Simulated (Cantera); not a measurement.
Input: 1 mol SiH2Cl2, 0.9 mol N2, 2 mol H2, 18 mol NH3, held at 48.0 mbar.

Method: chemical equilibrium by Gibbs-energy minimisation in Cantera with the NASA 1993 tables (ideal gas, pure condensed phases). Candidate condensed phases: NH4Cl, Si, Si3N4; 28 gas species. Gases not in the tables: Si2H6 and higher silanes. The numbers say what is thermodynamically allowed, not how fast it happens.

Problem. What share of the Si ends up in condensed phases as a function of T (K), at 1798, 1848, 1898, 1948, 1998, 2048, 2098?

Solution. 
```
T (K)  Si condensed (%)        as
-----  ----------------  --------
1798               77.7  Si3N4(s)
1848               75.6     Si(l)
1898               75.7     Si(l)
1948               75.2     Si(l)
1998               73.6     Si(l)
2048               70.6     Si(l)
2098               65.1     Si(l)
```
